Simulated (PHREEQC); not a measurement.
A solution holds 0.024 mol/kgw NaBF4, 0.001 mol/kgw NaHF2 and 0.0012 mol/kgw NaCl, at 71 °C. Closed to the air; pH follows from the charge balance.

All values are PHREEQC results (ion-association model, wateq4f.dat), not measurements.

Precipitation was switched off in this run.

Q: What pH does the model give?

A: pH 3.06.

Q: In which forms is F present?

A: BF4- 77 %, HF 10 %, BF3OH- 5.5 %, F- 3.8 %, BF2(OH)2- 2.6 % of the F.

Away from 25 °C the constants follow the database's enthalpies or fits; those with neither stay at their 25 °C values. Real BF4- forms and hydrolyses slowly; the run takes it at equilibrium.
